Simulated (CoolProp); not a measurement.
R21 along the isobar 60.2 bar: density (kg/m³) from the reference equation and from simpler models built on Tc = 179.6 °C, pc = 52.89 bar, ω = 0.206; each cubic takes its own stable root.

Computed with CoolProp (reference Helmholtz-energy equation of state, Platzer 1990). This equation is an older, rougher fit; its heat capacities, sound speeds and derivatives of the liquid may be far off and weren't checked against measurements.

| T (°C) | phase | reference | van der Waals | Soave-Redlich-Kwong | Peng-Robinson |
|---|---|---|---|---|---|
| 6.65 | liquid | 1424 | 903.0 | 1340 | ? |
| 21.25 | liquid | ? | 885.1 | 1309 | 1477 |
| 35.85 | liquid | 1358 | 866.3 | 1276 | ? |
| 50.55 | liquid | ? | 846.3 | 1241 | 1402 |
| 65.15 | liquid | 1286 | 825.3 | 1203 | 1359 |
| 79.85 | liquid | 1246 | 802.7 | 1161 | 1312 |
| 94.45 | liquid | 1205 | 778.5 | 1115 | 1261 |
| 109.05 | liquid | 1160 | 752.1 | ? | ? |

**Question.** What belongs in the gaps?

**Answer.** 
- 6.65, Peng-Robinson: 1510
- 21.25, reference: 1391
- 35.85, Peng-Robinson: 1441
- 50.55, reference: 1322
- 109.05, Soave-Redlich-Kwong: 1065
- 109.05, Peng-Robinson: 1204
